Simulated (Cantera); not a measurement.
Feed: 1 mol SiCl4, 20 mol NH3, equilibrated at 1623 K and 7.50 mbar.

Equilibrium computed with Cantera from the NASA thermochemical tables; the gas is ideal and each condensed phase is pure. Candidate condensed phases: NH4Cl, Si, Si3N4; 28 gas species. The tables' values for SiCl3, SiCl are old estimates; treat these amounts as uncertain. Rates play no part.

Base state: H2 0.683, N2 0.232, HCl 0.0734, SiCl2 0.0111, H 0.000660, SiCl3 0.000103, Cl 5.59e-5, SiCl 1.79e-5 (mole fractions); condensed: Si3N4(s).

Q: What changes in the equilibrium state with this change: temperature from 1623 K to 925 K?

A: 
| species | before | after |
|---|---|---|
| H2 | 0.683 | 0.678 |
| N2 | 0.232 | 0.226 |
| HCl | 0.0734 | 0.0966 |
| SiCl2 | 0.0111 | 7.96e-9 |
| SiCl4 | 2.21e-6 | 4.18e-5 |
| H | 0.000660 | 2.47e-9 |
| Cl | 5.59e-5 | <1e-9 |
| Si3N4(s), mol | 0.177 | 0.333 |

Q: What changes in the equilibrium state with this change: temperature from 1623 K to 875 K?

A: 
```csv
species,before,after
H2,0.683,0.678
N2,0.232,0.226
HCl,0.0734,0.0966
SiCl2,0.0111,1.10e-9
SiCl4,2.21e-6,5.38e-5
H,0.000660,<1e-9
Cl,5.59e-5,<1e-9
"Si3N4(s), mol",0.177,0.333
```

Q: What changes in the equilibrium state with this change: temperature from 1623 K to 1898.15 K?

A: 
```
species          before    after
-------------  --------  -------
H2                0.683    0.675
N2                0.232    0.237
HCl              0.0734   0.0623
H              0.000660  0.00742
SiCl2            0.0111   0.0156
Si2             9.66e-9  1.31e-5
Si              8.38e-6  0.00164
Si3N4(s), mol     0.177        0
Si(l), mol            0    0.236
```
The tables' values for SiCl, SiCl3, SiN are old estimates; treat these amounts as uncertain. Gases not in the tables: Si2H6 and higher silanes.
